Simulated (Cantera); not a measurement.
A perfectly stirred reactor is fed with 5.26 % NH3, 94.7 % H2, at 9100 Pa; it is held at 2048 K, and followed from long to short residence time.

Cantera simulation using the gas-phase N/H chemistry of the illustrative SiF4/NH3 mechanism in the Surface Chemkin manual (1991); the numbers are that mechanism's predictions, not measurements. Walls and surfaces, which speed up NH3 decomposition in real reactors, are not modelled.

### Question
Predict: x(NH3) at τ = 12.0 s; x(H2) at τ = 12.0 s; x(N2H2) at τ = 12.0 s; x(N) at τ = 12.0 s; x(H) at τ = 12.0 s; x(NH3) at τ = 74.0 ms; x(H2) at τ = 74.0 ms; x(N2H2) at τ = 74.0 ms; x(N) at τ = 74.0 ms; x(H) at τ = 74.0 ms.

### Answer
| Item | Value |
|---|---|
| x(NH3) at τ = 12.0 s | 0.000645 |
| x(H2) at τ = 12.0 s | 0.968 |
| x(N2H2) at τ = 12.0 s | 2.54e-9 |
| x(N) at τ = 12.0 s | 1.75e-6 |
| x(H) at τ = 12.0 s | 0.00667 |
| x(NH3) at τ = 74.0 ms | 0.0420 |
| x(H2) at τ = 74.0 ms | 0.951 |
| x(N2H2) at τ = 74.0 ms | 2.06e-7 |
| x(N) at τ = 74.0 ms | 1.26e-6 |
| x(H) at τ = 74.0 ms | 0.00147 |
